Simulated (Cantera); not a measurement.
A freely propagating, adiabatic, planar premixed flame of H2 : O2 : N2 = 1 : 0.833 : 3.25 (molar parts), unburnt at 375 K and 100.0 Torr; mixture-averaged transport, grid criteria slope 0.08 and curve 0.16, no radiation.

Model: the H2/O2 subset of GRI-Mech 3.0, which has no nitrogen chemistry, integrated in Cantera. Burning velocities carry a grid error of a few per cent, more on coarse grids. Lean hydrogen flames are cellular in practice and burn faster than this planar one.

Q: Predict: laminar burning velocity; thermal thickness; peak x(O); peak x(H2O2); peak x(OH).

A: 
```
Quantity                    Result
------------------------  --------
laminar burning velocity  155 cm/s
thermal thickness          4.99 mm
peak x(O)                   0.0111
peak x(H2O2)               2.21e-5
peak x(OH)                 0.00848
```
